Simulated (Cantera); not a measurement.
What does this Cantera script print?

```python
import numpy as np
import cantera as ct

gas_names = [...]  # 97 gases of nasa_gas.yaml made of Al, C, H, N
cond_names = """
    AL(cr) AL(L) ALN(s) C(gr) C6H6(L) C7H8(L) C8H18(L),n-octa
""".split()


# ... load() reads the species with a 1 bar reference pressure and builds the phases ...
atoms = {
    'Al(CH3)3': {'AL': 1, 'C': 3, 'H': 9},
    'N2': {'N': 2},
}
top_T = {'ALN(s)': 2750, 'C(gr)': 4500}  # K; cautious upper limits of use, not melting points


# ... equilibrate(T, P, feed) seeds the gas with the atoms and calls Mixture.equilibrate('TP', solver="vcs", rtol=1e-11, max_steps=5000) ...
results = []
feed = {'Al(CH3)3': 1, 'N2': 58}  # mol
T = 873  # K
P = 30000  # Pa
mix = equilibrate(T, P, feed)
results.append((T, P, feed, dict(zip(mix.species_names, mix.species_moles))))
print(gas.report(threshold=0.0001))
for i in range(1, mix.n_phases):
    print(f"{mix.phase(i).name:16s} {mix.phase_moles(i):12.5e} mol")
```

Output:

```
       temperature   873 K
          pressure   30000 Pa
           density   0.10809 kg/m^3
  mean mol. weight   26.153 kg/kmol
   phase of matter   gas

                          1 kg             1 kmol
                     ---------------   ---------------
          enthalpy        6.6073e+05         1.728e+07  J
   internal energy        3.8319e+05        1.0022e+07  J
           entropy            8855.4         2.316e+05  J/K
    Gibbs function         -7.07e+06        -1.849e+08  J
 heat capacity c_p            1216.6             31819  J/K
 heat capacity c_v            898.73             23505  J/K

                      mass frac. Y      mole frac. X     chem. pot. / RT
                     ---------------   ---------------   ---------------
               CH4        0.00041932        0.00068358           -43.389
                H2         0.0054923          0.071251           -21.024
                N2           0.99408           0.92806           -25.802
     [  +94 minor]        5.5636e-06        8.4669e-06

AL(cr)            0.00000e+00 mol
ALN(s)            1.00000e+00 mol
C(gr)             2.95764e+00 mol
```

Method: chemical equilibrium by Gibbs-energy minimisation in Cantera with the NASA 1993 tables (ideal gas, pure condensed phases). The feed counts by its element totals alone.
